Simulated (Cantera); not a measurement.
A freely propagating, adiabatic, planar premixed flame of H₂ : O₂ : N₂ : H₂O = 1 : 0.781 : 2.94 : 0.11 (molar parts), equivalence ratio 0.64, unburnt at 525 K and 1.00 atm; mixture-averaged transport, grid criteria slope 0.08 and curve 0.16, no radiation.

Model: the H2/O2 subset of GRI-Mech 3.0, which has no nitrogen chemistry, integrated in Cantera. Burning velocities carry a grid error of a few per cent, more on coarse grids. Lean hydrogen flames are cellular in practice and burn faster than this planar one.

### Question
Predict: laminar burning velocity; thermal thickness; peak x(H₂O₂); peak x(OH); peak x(HO₂).

### Answer
| Quantity | Result |
|---|---|
| laminar burning velocity | 316 cm/s |
| thermal thickness | 0.391 mm |
| peak x(H₂O₂) | 3.62e-5 |
| peak x(OH) | 0.0113 |
| peak x(HO₂) | 0.000374 |
